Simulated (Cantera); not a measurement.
# Oxide etching and cleaning by halides: SiO2 + HCl + N2

A closed system holds: 1 mol SiO2, 3.4 mol HCl, 6.1 mol N2, at 0.380 bar.

These are equilibrium values from Cantera (NASA tables, ideal gas, pure condensed phases), not measurements of a reactor. Candidate condensed phases: H2O, NH4Cl, Si, SiO2, Si2N2O, Si3N4; 47 gas species. The tables hold silica as quartz up to 1696 K and as liquid above; real silica turns to tridymite and cristobalite and melts near 1996 K. The numbers say what is thermodynamically allowed, not how fast it happens.

```json
[
 {"T (K)": "825", "x N2": "0.642", "x HCl": "0.358", "x Cl": "1.11e-8", "x H2": "1.79e-7", "x H2O": "1.28e-5", "x SiCl4": "6.39e-6", "x Cl2": "1.73e-7", "n SiO2(α-quartz)": "1.000", "n SiO2(β-quartz)": "0"},
 {"T (K)": "925", "x N2": "0.642", "x HCl": "0.358", "x Cl": "1.61e-7", "x H2": "8.17e-7", "x H2O": "2.51e-5", "x SiCl4": "1.26e-5", "x Cl2": "7.37e-7", "n SiO2(α-quartz)": "0", "n SiO2(β-quartz)": "1.000"},
 {"T (K)": "1025", "x N2": "0.642", "x HCl": "0.358", "x Cl": "1.36e-6", "x H2": "2.93e-6", "x H2O": "4.31e-5", "x SiCl4": "2.16e-5", "x Cl2": "2.25e-6", "n SiO2(α-quartz)": "0", "n SiO2(β-quartz)": "1.000"},
 {"T (K)": "1125", "x N2": "0.642", "x HCl": "0.358", "x Cl": "7.62e-6", "x H2": "9.04e-6", "x H2O": "6.71e-5", "x SiCl4": "3.35e-5", "x Cl2": "5.24e-6", "n SiO2(α-quartz)": "0", "n SiO2(β-quartz)": "1.000"},
 {"T (K)": "1225", "x N2": "0.642", "x HCl": "0.358", "x Cl": "3.10e-5", "x H2": "2.53e-5", "x H2O": "9.68e-5", "x SiCl4": "4.84e-5", "x Cl2": "9.78e-6", "n SiO2(α-quartz)": "0", "n SiO2(β-quartz)": "1.000"},
 {"T (K)": "1325", "x N2": "0.642", "x HCl": "0.358", "x Cl": "9.87e-5", "x H2": "6.49e-5", "x H2O": "0.000132", "x SiCl4": "6.60e-5", "x Cl2": "1.55e-5", "n SiO2(α-quartz)": "0", "n SiO2(β-quartz)": "0.999"},
 {"T (K)": "1425", "x N2": "0.642", "x HCl": "0.357", "x Cl": "0.000262", "x H2": "0.000153", "x H2O": "0.000172", "x SiCl4": "8.57e-5", "x Cl2": "2.21e-5", "n SiO2(α-quartz)": "0", "n SiO2(β-quartz)": "0.999"},
 {"T (K)": "1525", "x N2": "0.642", "x HCl": "0.357", "x Cl": "0.000604", "x H2": "0.000330", "x H2O": "0.000217", "x SiCl4": "0.000107", "x Cl2": "2.92e-5", "n SiO2(α-quartz)": "0", "n SiO2(β-quartz)": "0.999"}
]
```
x: gas mole fraction; n: condensed amount in mol.

At 825 K the condensed part is SiO2(α-quartz). From 925 K to 1525 K the condensed part is SiO2(β-quartz). The main Si-bearing gas is SiCl4 throughout.
